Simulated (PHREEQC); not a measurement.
0.02 g of hydrous ferric oxide (600 m²/g; 0.2 weak and 0.005 strong sites per Fe, Dzombak-Morel constants, diffuse double layer) in 1 kg of water with 0.05 mol/kgw of an inert sodium salt and 8e-05 mmol/kgw Na2SO4, at 25 °C; the pH is set by adding NaOH or the inert anion's acid. O2 is buffered at 0.21 atm. The system is closed to CO2. Nothing may precipitate in this run.

The series has 17 steps of pH, from 4 to 10.

All values are PHREEQC results (ion-association model, wateq4f.dat), not measurements.

Task: Near which pH is half of the S sorbed, and on which side is more sorbed?

Result: Near pH 5.5, with more sorbed at lower pH.
